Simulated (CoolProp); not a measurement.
A closed Brayton cycle with carbon dioxide: compressor inlet 325.15 K and 9.2 MPa, high pressure 17.8 MPa, turbine inlet 730 K, compressor efficiency 0.8, turbine efficiency 0.85, recuperator effectiveness 0 (on enthalpy, no pinch check). Each further row changes one setting.

Model: reference Helmholtz-energy equation of state, Span 1996, in CoolProp.

```
case                           thermal efficiency (%)  net work (kJ/kg)  compressor to turbine work  compressor exit (K)  turbine exit (K)
-----------------------------  ----------------------  ----------------  --------------------------  -------------------  ----------------
as stated                                         9.0              42.8                        0.41                375.8             659.2
turbine inlet 680 K                               [?]               [?]                         [?]                375.8               [?]
compressor inlet 335.15 K                         [?]              37.4                         [?]                  [?]             659.2
high pressure 15.1 MPa                            [?]              33.9                        0.39                363.0             676.7
recuperator effectiveness 0.5                    13.9              42.8                        0.41                375.8             659.2
```

**Question.** Fill in the missing entries.

**Answer.** 
- turbine inlet 680 K, thermal efficiency (%): 8.9
- turbine inlet 680 K, net work (kJ/kg): 37.0
- turbine inlet 680 K, compressor to turbine work: 0.45
- turbine inlet 680 K, turbine exit (K): 611.8
- compressor inlet 335.15 K, thermal efficiency (%): 8.5
- compressor inlet 335.15 K, compressor to turbine work: 0.49
- compressor inlet 335.15 K, compressor exit (K): 392.1
- high pressure 15.1 MPa, thermal efficiency (%): 6.9
